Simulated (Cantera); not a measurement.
An adiabatic, constant-volume homogeneous reactor starts with 12.5 % CH4, 2.51 % H2, 17.8 % O2, 67.1 % N2, equivalence ratio 1.5, at 1675 K and 1.20 bar.

Cantera simulation using GRI-Mech 3.0 (53 species, 325 reactions); the numbers are that mechanism's predictions, not measurements.

**Question.** Predict: time of steepest temperature rise; temperature at 0.200 s; equilibrium temperature; x(H2) at 0.200 s; x(O2) at 0.200 s; x(CO) at 0.200 s.

**Answer.** 
```
Property                                                             Value
---------------------------------  ---------------------------------------
time of steepest temperature rise                                 0.141 ms
temperature at 0.200 s                                              2992 K
equilibrium temperature                                             2992 K
x(H2) at 0.200 s                     0.0756 (gas-phase equilibrium 0.0756)
x(O2) at 0.200 s                   0.00320 (gas-phase equilibrium 0.00320)
x(CO) at 0.200 s                     0.0891 (gas-phase equilibrium 0.0891)
```
